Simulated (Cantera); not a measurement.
Cantera run:

```python
import numpy as np
import cantera as ct

gas_names = """
    AL ALCL ALCL2 ALCL3 ALH ALN AL2 AL2CL6 CL CL2 H HCL H2 N NH NH2 NH3 N2 N2H2 N2H4
""".split()
cond_names = """
    AL(cr) AL(L) ALCL3(s) ALCL3(L) ALN(s) NH4CL(a) NH4CL(b)
""".split()


# ... load() reads the species with a 1 bar reference pressure and builds the phases ...
atoms = {
    'AlCl3': {'AL': 1, 'CL': 3},
    'HCl': {'H': 1, 'CL': 1},
    'N2': {'N': 2},
}
top_T = {'ALN(s)': 2750}  # K; cautious upper limits of use, not melting points


# ... equilibrate(T, P, feed) seeds the gas with the atoms and calls Mixture.equilibrate('TP', solver="vcs", rtol=1e-11, max_steps=5000) ...
results = []
feed = {'AlCl3': 1, 'HCl': 6.3, 'N2': 11}  # mol
P = 133.322  # Pa
for T in [950, 1025, 1100, 1175, 1250, 1325, 1400, 1475, 1550, 1625, 1700, 1775, 1850]:
    mix = equilibrate(T, P, feed)
    results.append((T, P, feed, dict(zip(mix.species_names, mix.species_moles))))
    x = sorted(zip(gas.X, gas.species_names), reverse=True)
    print(f"T = {T:g} K  P = {P:g} Pa  gas = {mix.phase_moles(0):.4g} mol")
    print("   x: " + "  ".join(f"{s} {v:.3e}" for v, s in x if v > 1e-05))
    print("   condensed (mol): " + ("  ".join(f"{mix.phase(i).name} {mix.phase_moles(i):.4g}"
          for i in range(1, mix.n_phases) if mix.phase_moles(i) > 1e-12) or "none"))
```

It prints:

```
T = 950 K  P = 133.322 Pa  gas = 18.3 mol
   x: N2 6.011e-01  HCL 3.443e-01  ALCL3 5.464e-02
   condensed (mol): none
T = 1025 K  P = 133.322 Pa  gas = 18.3 mol
   x: N2 6.011e-01  HCL 3.442e-01  ALCL3 5.464e-02  CL 1.369e-05
   condensed (mol): none
T = 1100 K  P = 133.322 Pa  gas = 18.3 mol
   x: N2 6.011e-01  HCL 3.442e-01  ALCL3 5.464e-02  CL 4.495e-05  H2 2.359e-05
   condensed (mol): none
T = 1175 K  P = 133.322 Pa  gas = 18.3 mol
   x: N2 6.011e-01  HCL 3.441e-01  ALCL3 5.464e-02  CL 1.260e-04  H2 6.419e-05
   condensed (mol): none
T = 1250 K  P = 133.322 Pa  gas = 18.3 mol
   x: N2 6.010e-01  HCL 3.439e-01  ALCL3 5.463e-02  CL 3.119e-04  H2 1.557e-04
   condensed (mol): none
T = 1325 K  P = 133.322 Pa  gas = 18.31 mol
   x: N2 6.009e-01  HCL 3.435e-01  ALCL3 5.460e-02  CL 6.981e-04  H2 3.412e-04  ALCL2 2.012e-05
   condensed (mol): none
T = 1400 K  P = 133.322 Pa  gas = 18.31 mol
   x: N2 6.006e-01  HCL 3.426e-01  ALCL3 5.453e-02  CL 1.439e-03  H2 6.818e-04  ALCL2 7.663e-05
   condensed (mol): none
T = 1475 K  P = 133.322 Pa  gas = 18.33 mol
   x: N2 6.002e-01  HCL 3.412e-01  ALCL3 5.430e-02  CL 2.777e-03  H2 1.250e-03  ALCL2 2.521e-04  H 1.256e-05  ALCL 1.001e-05
   condensed (mol): none
T = 1550 K  P = 133.322 Pa  gas = 18.35 mol
   x: N2 5.993e-01  HCL 3.390e-01  ALCL3 5.369e-02  CL 5.088e-03  H2 2.104e-03  ALCL2 7.239e-04  ALCL 6.331e-05  H 3.957e-05
   condensed (mol): none
T = 1625 K  P = 133.322 Pa  gas = 18.41 mol
   x: N2 5.976e-01  HCL 3.357e-01  ALCL3 5.220e-02  CL 8.996e-03  H2 3.224e-03  ALCL2 1.814e-03  ALCL 3.185e-04  H 1.097e-04
   condensed (mol): none
T = 1700 K  P = 133.322 Pa  gas = 18.51 mol
   x: N2 5.944e-01  HCL 3.313e-01  ALCL3 4.887e-02  CL 1.558e-02  H2 4.452e-03  ALCL2 3.907e-03  ALCL 1.258e-03  H 2.692e-04
   condensed (mol): none
T = 1775 K  P = 133.322 Pa  gas = 18.69 mol
   x: N2 5.885e-01  HCL 3.253e-01  ALCL3 4.257e-02  CL 2.652e-02  ALCL2 7.079e-03  H2 5.581e-03  ALCL 3.855e-03  H 5.922e-04  CL2 1.192e-05
   condensed (mol): none
T = 1850 K  P = 133.322 Pa  gas = 19 mol
   x: N2 5.789e-01  HCL 3.170e-01  CL 4.360e-02  ALCL3 3.276e-02  ALCL2 1.059e-02  ALCL 9.275e-03  H2 6.646e-03  H 1.203e-03  CL2 1.606e-05
   condensed (mol): none
```

Cantera equilibrium calculation (NASA polynomials, part measured and part estimated; ideal gas, pure solids and liquids). The tables' values for AlCl2 are old estimates; treat these amounts as uncertain.
